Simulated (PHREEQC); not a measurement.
**Alkaline etch or developer: speciation**

Dissolve 0.26 mol/kgw TMAH and 0.0061 mol/kgw Na2SiO3 at 57 °C. Closed to the air; pH follows from the charge balance.

The numbers come from PHREEQC with the ion-association model, phreeqc.dat.

Each row changes one thing in this solution. Precipitation was switched off in this run.

```json
[
 {"case": "as made", "pH": "12.33", "ionic strength (mol/kgw)": "0.276"},
 {"case": "diluted 100-fold with water", "pH": "10.49", "ionic strength (mol/kgw)": "0.00272"},
 {"case": "TMAH from 0.26 to 0.39 mol/kgw", "pH": "12.49", "ionic strength (mol/kgw)": "0.407"},
 {"case": "temperature from 57 to 50 °C", "pH": "12.51", "ionic strength (mol/kgw)": "0.277"},
 {"case": "Na2SiO3 replaced by Na2HPO4 at the same molality", "pH": "…", "ionic strength (mol/kgw)": "0.290"},
 {"case": "Na2SiO3 left out", "pH": "12.33", "ionic strength (mol/kgw)": "0.260"},
 {"case": "TMAH left out", "pH": "10.82", "ionic strength (mol/kgw)": "…"},
 {"case": "TMAH replaced by (CH3)4NF at the same molality", "pH": "…", "ionic strength (mol/kgw)": "0.272"}
]
```

Problem. Some entries are withheld; supply them.

Solution. 
- Na2SiO3 replaced by Na2HPO4 at the same molality, pH: 12.32
- TMAH left out, ionic strength (mol/kgw): 0.0124
- TMAH replaced by (CH3)4NF at the same molality, pH: 10.70

Complexes and solids missing from the database can't appear. (CH3)4N+ isn't in the database: it is added as a free cation with an ion size of 4 Å. Constants without temperature data keep their 25 °C values here. SiF6-2 is the database's only silicon fluoride.
